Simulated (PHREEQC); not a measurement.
**Buffer: speciation**

Dissolve 0.0071 mol/kgw NH4Cl, 0.00057 mol/kgw K2HPO4 and 0.13 mol/kgw NaCl at 25 °C. Closed to the air; pH follows from the charge balance.

Computed with PHREEQC (ion-association model, phreeqc.dat).

No solid was allowed to form.

Problem. Predict the pH.

Solution. pH 7.52.

Problem. In which forms is N present?

Solution. NH4+ 99 %, NH3 1.3 % of the N.
